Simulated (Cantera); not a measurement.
A perfectly stirred reactor is fed with 13.1 % CO, 18.4 % H₂, 0.946 % CH₄, 11.8 % O₂, 44.3 % N₂, 11.4 % CO₂, equivalence ratio 1.5, at 2.10 bar; it is adiabatic with a 800 K inlet, and is followed from long to short residence time, starting on the burning branch (τ in s: 0.27, 0.1, 0.04, 0.016, 0.006, 0.0023, 0.0009, 0.00035, 0.00014, 5.3e-05).

Model: GRI-Mech 3.0 (53 species, 325 reactions), integrated in Cantera.

Problem. Predict: blow-out, bracketed by the residence times tried; x(CO) at τ = 0.270 s; x(H₂) at τ = 0.270 s; x(CH₄) at τ = 0.270 s; x(NO) at τ = 0.270 s; x(CO) at τ = 2.30 ms; x(H₂) at τ = 2.30 ms; x(CH₄) at τ = 2.30 ms; x(NO) at τ = 2.30 ms.

Solution. 
```
Quantity                                                                           Value
------------------------------------------------  --------------------------------------
blow-out, bracketed by the residence times tried  burning at 53.0 µs, the shortest tried
x(CO) at τ = 0.270 s                                                               0.109
x(H₂) at τ = 0.270 s                                                              0.0224
x(CH₄) at τ = 0.270 s                                                            1.91e-7
x(NO) at τ = 0.270 s                                                            0.000397
x(CO) at τ = 2.30 ms                                                               0.112
x(H₂) at τ = 2.30 ms                                                              0.0240
x(CH₄) at τ = 2.30 ms                                                            3.72e-6
x(NO) at τ = 2.30 ms                                                            0.000162
```
